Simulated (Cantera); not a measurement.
**Thermodynamics of silicon epitaxy and polysilicon growth, feed SiH4 + N2 + HCl**

Charge: 1 mol SiH4, 4.8 mol N2, a varied amount of HCl, held at 1075 K and 100 Torr.

Cantera equilibrium calculation (NASA polynomials, part measured and part estimated; ideal gas, pure solids and liquids). Candidate condensed phases: NH4Cl, Si, Si3N4; 28 gas species. N2 is the only nitrogen source here; it is nearly inert below about 1500 K, so the nitride shown seldom forms there in practice. The tables' values for SiCl3 are old estimates; treat these amounts as uncertain. Rates play no part.

From 0.34 mol HCl to 4.3 mol HCl the condensed part is Si3N4(s). The main Si-bearing gas is SiCl4 throughout.

```
n(HCl) (mol)   x N2   x H2   x HCl   x SiCl4  n Si3N4(s)
------------  -----  -----  ------  --------  ----------
0.34          0.639  0.309  0.0525   1.25e-5       0.333
0.42          0.631  0.305  0.0640   2.85e-5       0.333
0.54          0.619  0.300  0.0806   7.52e-5       0.333
0.68          0.607  0.294  0.0991  0.000181       0.333
0.85          0.592  0.287   0.120  0.000415       0.332
1.1           0.572  0.279   0.148   0.00104       0.331
1.4           0.551  0.270   0.177   0.00231       0.327
1.7           0.531  0.264   0.201   0.00412       0.322
2.2           0.503  0.257   0.232   0.00808       0.311
2.7           0.479  0.253   0.256    0.0127       0.296
3.4           0.450  0.250   0.280    0.0195       0.271
4.3           0.419  0.250   0.303    0.0280       0.236
```
x: gas mole fraction; n: condensed amount in mol.
